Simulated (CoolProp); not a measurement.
Model: reference Helmholtz-energy equation of state, Lemmon 2006, in CoolProp. It is a short technical equation, of lower accuracy than the large ones.

Task: For CH3F (R41), give the phase and the density (kg/m³), cv (kJ/(kg K)), expansivity (1/kK) at 425 K and 7.09 MPa.

Result: 
- 425 K and 7.09 MPa: supercritical; density 82.4, cv 1.20, expansivity 4.31
